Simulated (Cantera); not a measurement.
## Premixed flame

A freely propagating, adiabatic, planar premixed flame of H2 : O2 : N2 = 1 : 0.781 : 2.94 (molar parts), equivalence ratio 0.64, unburnt at 373 K and 43000 Pa; mixture-averaged transport, grid criteria slope 0.08 and curve 0.16, no radiation.

Cantera simulation using the H2/O2 subset of GRI-Mech 3.0, which has no nitrogen chemistry; the numbers are that mechanism's predictions, not measurements. Burning velocities carry a grid error of a few per cent, more on coarse grids. Lean hydrogen flames are cellular in practice and burn faster than this planar one.

```json
[
 {"z (mm)": "-3.16", "T (K)": "373", "u (m/s)": "1.75", "x H2": "0.212", "x O2": "0.165", "x O": "<1e-8", "x H2O2": "<1e-8", "x H": "<1e-8", "x H2O": "<1e-8"},
 {"z (mm)": "-2.11", "T (K)": "373", "u (m/s)": "1.75", "x H2": "0.212", "x O2": "0.165", "x O": "<1e-8", "x H2O2": "<1e-8", "x H": "<1e-8", "x H2O": "1.37e-8"},
 {"z (mm)": "-1.58", "T (K)": "373", "u (m/s)": "1.75", "x H2": "0.212", "x O2": "0.165", "x O": "<1e-8", "x H2O2": "<1e-8", "x H": "<1e-8", "x H2O": "1.49e-7"},
 {"z (mm)": "-1.05", "T (K)": "373", "u (m/s)": "1.75", "x H2": "0.210", "x O2": "0.166", "x O": "1.15e-8", "x H2O2": "4.87e-8", "x H": "<1e-8", "x H2O": "5.20e-6"},
 {"z (mm)": "-0.527", "T (K)": "408", "u (m/s)": "1.88", "x H2": "0.193", "x O2": "0.168", "x O": "2.67e-6", "x H2O2": "1.93e-5", "x H": "1.29e-5", "x H2O": "0.00175"},
 {"z (mm)": "-0.263", "T (K)": "674", "u (m/s)": "3.00", "x H2": "0.151", "x O2": "0.163", "x O": "0.000163", "x H2O2": "4.00e-5", "x H": "0.00232", "x H2O": "0.0274"},
 {"z (mm)": "0", "T (K)": "1052", "u (m/s)": "4.57", "x H2": "0.0852", "x O2": "0.134", "x O": "0.00291", "x H2O2": "5.38e-6", "x H": "0.0134", "x H2O": "0.0940"},
 {"z (mm)": "0.263", "T (K)": "1321", "u (m/s)": "5.70", "x H2": "0.0337", "x O2": "0.0940", "x O": "0.00824", "x H2O2": "3.35e-6", "x H": "0.0217", "x H2O": "0.162"},
 {"z (mm)": "0.527", "T (K)": "1467", "u (m/s)": "6.31", "x H2": "0.0171", "x O2": "0.0775", "x O": "0.0102", "x H2O2": "2.11e-6", "x H": "0.0202", "x H2O": "0.189"},
 {"z (mm)": "1.05", "T (K)": "1612", "u (m/s)": "6.89", "x H2": "0.0119", "x O2": "0.0714", "x O": "0.00896", "x H2O2": "1.03e-6", "x H": "0.0134", "x H2O": "0.202"},
 {"z (mm)": "2.11", "T (K)": "1741", "u (m/s)": "7.39", "x H2": "0.00872", "x O2": "0.0689", "x O": "0.00626", "x H2O2": "5.08e-7", "x H": "0.00695", "x H2O": "0.212"},
 {"z (mm)": "4.21", "T (K)": "1840", "u (m/s)": "7.76", "x H2": "0.00523", "x O2": "0.0677", "x O": "0.00360", "x H2O2": "2.77e-7", "x H": "0.00281", "x H2O": "0.220"},
 {"z (mm)": "8.43", "T (K)": "1901", "u (m/s)": "7.98", "x H2": "0.00255", "x O2": "0.0674", "x O": "0.00171", "x H2O2": "1.63e-7", "x H": "0.000888", "x H2O": "0.226"}
]
```
x: mole fraction of selected species; z is measured from the peak of heat release.

| Item | Result |
|---|---|
| laminar burning velocity | 175 cm/s |
| thermal thickness | 1.05 mm |
| peak x(O) | 0.0102 |
| peak x(H2O2) | 4.79e-5 |
| peak x(H) | 0.0220 |
| grid points | 105 |
